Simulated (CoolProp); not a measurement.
n-undecane at 359.5 K and 4.73 MPa is throttled through a valve to 2.54 MPa with no heat exchange. Each further row changes one setting.

Model: reference Helmholtz-energy equation of state, Aleksandrov 2011, in CoolProp. It is a short technical equation, of lower accuracy than the large ones.

| case | temperature change (K) | final density (kg/m³) |
|---|---|---|
| as stated | … | … |
| outlet pressure 0.762 MPa | +1.4 | … |
| outlet pressure 3.3 MPa | … | … |

Complete the blanks.


- as stated, temperature change (K): +0.8
- as stated, final density (kg/m³): 692
- outlet pressure 0.762 MPa, final density (kg/m³): 689
- outlet pressure 3.3 MPa, temperature change (K): +0.5
- outlet pressure 3.3 MPa, final density (kg/m³): 693
